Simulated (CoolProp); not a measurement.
A single-stage vapour-compression cycle with the fluid: evaporating at 275.15 K (dew point), condensing at 333.15 K (bubble point), superheat 2 K, subcooling 5 K, compressor efficiency 0.7, no pressure losses. The same conditions are run with several fluids, on thermodynamics alone (safety and materials aside).

Values from CoolProp's reference Helmholtz-energy equation of state of each fluid (R404A: Lemmon 2003; R245ca: Zhou 2016; n-butane: Bücker 2006; R22: Kamei 1995; chloromethane (R40): Thol 2014; R410A: Lemmon 2003). Blends and air are pseudo-pure fits.

| fluid | cooling COP | pressure ratio | discharge temperature (K) | refrigerating effect (kJ/kg) | volumetric capacity (kJ/m³) |
|---|---|---|---|---|---|
| R404A | 1.98 | 4.51 | 351.0 | 82.9 | 2660 |
| R245ca | 2.64 | 8.74 | 342.7 | 145 | 323 |
| n-butane | 2.61 | 5.74 | 342.5 | 256 | 750 |
| R22 | 2.47 | 4.57 | 377.0 | 137 | 3070 |
| chloromethane (R40) | 2.72 | 5.13 | 417.5 | 315 | 2060 |
| R410A | 2.15 | 4.52 | 372.2 | 129 | 4150 |
